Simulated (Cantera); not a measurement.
Cantera run, input and output.

```python
import numpy as np
import cantera as ct

gas = ct.Solution("gri30.yaml")
gas.TPX = 1300, 65000, {'CH3OH': 0.0062, 'O2': 0.0066, 'N2': 1}
reactor = ct.IdealGasConstPressureReactor(gas, energy="off", clone=False)
net = ct.ReactorNet([reactor])
net.rtol, net.atol = 1e-08, 1e-18
show = ['CH3OH', 'O2', 'NO', 'HCN', 'CH2']
times = np.geomspace(6e-06, 30, 11)

steps = ct.SolutionArray(gas, extra=["t"])
rows = []
print(f"{'t/s':>10s}{'T/K':>9s}{'P/Pa':>11s}" + "".join(f"{s:>11s}" for s in show))
for t in times:
    while net.time < t:
        t_next = net.step()
        steps.append(gas.state, t=t_next)
    rows.append([np.interp(t, steps.t, y) for y in (steps.T, steps.P, *steps(*show).X.T)])
    print(f"{t:10.3e}{rows[-1][0]:9.1f}{rows[-1][1]:11.4g}" + "".join(f"{x:11.3e}" for x in rows[-1][2:]))
rate = np.gradient(steps.T, steps.t)
print("integrator steps:", len(steps.t))
if steps.T.max() > steps.T[0] + 200:
    print(f"time of steepest temperature rise: {steps.t[rate.argmax()]:.4e} s")
gas.TPX = 1300, 65000, {'CH3OH': 0.0062, 'O2': 0.0066, 'N2': 1}
gas.equilibrate("TP")
print(f"equilibrium (TP): T = {gas.T:.1f} K  " + "  ".join(f"{s} {gas[s].X[0]:.3e}" for s in show))
```

Output:

```
       t/s      T/K       P/Pa      CH3OH         O2         NO        HCN        CH2
 6.000e-06   1300.0    6.5e+04  6.122e-03  6.517e-03  1.794e-18  3.383e-17  2.559e-09
 2.806e-05   1300.0    6.5e+04  6.121e-03  6.517e-03  3.323e-16  1.149e-15  3.041e-09
 1.312e-04   1300.0    6.5e+04  6.120e-03  6.516e-03  6.445e-15  8.320e-15  3.040e-09
 6.135e-04   1300.0    6.5e+04  6.115e-03  6.513e-03  4.631e-14  4.938e-14  3.037e-09
 2.869e-03   1300.0    6.5e+04  6.057e-03  6.493e-03  4.375e-13  5.138e-13  3.006e-09
 1.342e-02   1300.0    6.5e+04  3.469e-12  1.330e-03  2.103e-07  1.732e-09  4.948e-12
 6.274e-02   1300.0    6.5e+04  2.027e-16  8.230e-07  1.635e-06  1.931e-11  3.474e-16
 2.934e-01   1300.0    6.5e+04  5.782e-17  2.314e-08  1.575e-06  1.778e-11  2.332e-17
 1.372e+00   1300.0    6.5e+04  2.439e-17  7.870e-10  1.403e-06  2.229e-11  1.213e-18
 6.415e+00   1300.0    6.5e+04  1.561e-17  2.642e-11  1.059e-06  5.008e-11  4.678e-20
 3.000e+01   1300.0    6.5e+04  1.385e-17  1.944e-12  6.447e-07  1.344e-10  4.033e-21
integrator steps: 3012
equilibrium (TP): T = 1300.0 K  CH3OH 1.343e-17  O2 1.054e-13  NO 3.147e-10  HCN 7.379e-11  CH2 1.552e-21
```

Computed with Cantera and GRI-Mech 3.0 (53 species, 325 reactions). GRI-Mech 3.0 was tuned for natural gas; its chemistry of methanol as a main component is partial and can be far from experiment.
